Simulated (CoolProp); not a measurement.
Vapour-liquid equilibrium of toluene (1) + o-xylene (2) at 1.04 bar; x and y are mole fractions of (1).

The numbers come from the multi-fluid Helmholtz-energy mixture model, Lemmon 2006 and Zhou 2012; pair parameters Bell 2016 in CoolProp.

Give the bubble temperature and the first vapour's composition at x = 0.05, 0.35, 0.95. Is there an azeotrope?

x = 0.05: 416.1 K, y = 0.106; x = 0.35: 403.3 K, y = 0.567; x = 0.95: 385.8 K, y = 0.979. No azeotrope shows between x = 0.05 and 0.95.

Pair parameters are fitted to limited data, so mixtures are less certain than the pure fluids.
